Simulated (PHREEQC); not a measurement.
Make-up at 25 °C: 27 mmol/kgw H2SO4, 0.77 mmol/kgw NaHF2 and 73 mmol/kgw (CH3)4NCl. Closed to the air; pH follows from the charge balance.

The numbers come from PHREEQC with the ion-association model, phreeqc.dat.

Each row changes one thing in this solution. This is a speciation only: nothing precipitates in the calculation.

```csv
case,pH,ionic strength (mol/kgw),SI of Halite (NaCl)
as made,1.51,0.123,-6.06
H2SO4 left out,3.51,0.0741,-6.02
H2SO4 from 0.027 to 0.135 mol/kgw,0.90,0.258,-6.12
0.0018 mol/kgw AlCl3 added,1.49,0.129,-6.04
H2SO4 from 0.027 to 0.0405 mol/kgw,1.36,0.142,-6.08
diluted 5-fold with water,2.11,0.0273,-7.36
H2SO4 replaced by KHSO4 at the same molality,1.87,0.133,-6.07
NaHF2 replaced by NaOH at the same molality,1.51,0.123,-6.06
```

(CH3)4N+ isn't in the database: it is added as a free cation with an ion size of 4 Å. Fluoro complexes past AlF4- and FeF3 are missing from the database.
